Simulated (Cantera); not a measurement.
Input: 1 mol BCl₃, 3 mol O₂, 3.8 mol H₂, equilibrated at 1025 K and 0.0610 bar.

Equilibrium computed with Cantera from the NASA thermochemical tables; the gas is ideal and each condensed phase is pure. Candidate condensed phases: B, B₂O₃, B₃O₃H₃, H₂O; 33 gas species. Gases not in the tables: H₃BO₃. Equilibrium is a limit: real reactors are often held back by kinetics, nucleation or transport.

Base state: HCl 0.442, H₂O 0.375, O₂ 0.166, Cl₂ 0.0149, (HBO₂)₃ 0.00140, Cl 0.000277, HBO₂ 0.000108 (mole fractions); condensed: B₂O₃(l).

Problem. What changes in the equilibrium state with this change: H₂ from 3.8 to 45 mol?

Solution. 
| species | before | after |
|---|---|---|
| H₂ | <1e-9 | 0.839 |
| H₂O | 0.375 | 0.0965 |
| HCl | 0.442 | 0.0645 |
| O₂ | 0.166 | <1e-9 |
| Cl₂ | 0.0149 | <1e-9 |
| (HBO₂)₃ | 0.00140 | 0.000182 |
| Cl | 0.000277 | 1.14e-9 |
| HBO₂ | 0.000108 | 5.49e-5 |
| B₂O₃(l), mol | 0.486 | 0.486 |
